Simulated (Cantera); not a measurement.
# Thermodynamics of silicon epitaxy and polysilicon growth, feed SiHCl₃ + N₂

Input: 1 mol SiHCl₃, 210 mol N₂, at 37.0 mbar.

These are equilibrium values from Cantera (NASA tables, ideal gas, pure condensed phases), not measurements of a reactor. Candidate condensed phases: NH₄Cl, Si, Si₃N₄; 28 gas species. N₂ is the only nitrogen source here; it is nearly inert below about 1500 K, so the nitride shown seldom forms there in practice. The tables' values for SiCl₃ are old estimates; treat these amounts as uncertain. Rates play no part.

From 1073 K to 1473 K the condensed part is Si₃N₄(s). From 1573 K to 1773 K nothing is condensed. The main Si-bearing gas is SiCl₄ at 1073 K and SiCl₂ at 1773 K.

```csv
T (K),x N₂,x SiCl₂,x HCl,x SiCl₄,x SiCl₃,x Cl,x H₂,n Si₃N₄(s)
1073,0.993,1.54e-6,0.00451,0.00241,1.52e-5,2.77e-8,0.000115,0.162
1173,0.993,2.21e-5,0.00453,0.00235,7.27e-5,2.42e-7,0.000101,0.161
1273,0.993,0.000200,0.00455,0.00212,0.000254,1.48e-6,9.36e-5,0.152
1373,0.992,0.00111,0.00452,0.00142,0.000584,6.44e-6,0.000102,0.114
1473,0.991,0.00311,0.00440,0.000417,0.000616,1.84e-5,0.000161,0.0404
1573,0.991,0.00430,0.00419,7.13e-5,0.000342,4.35e-5,0.000262,0
1673,0.991,0.00445,0.00429,2.60e-5,0.000236,0.000138,0.000207,0
1773,0.990,0.00456,0.00425,7.47e-6,0.000142,0.000322,0.000224,0
```
x: gas mole fraction; n: condensed amount in mol.
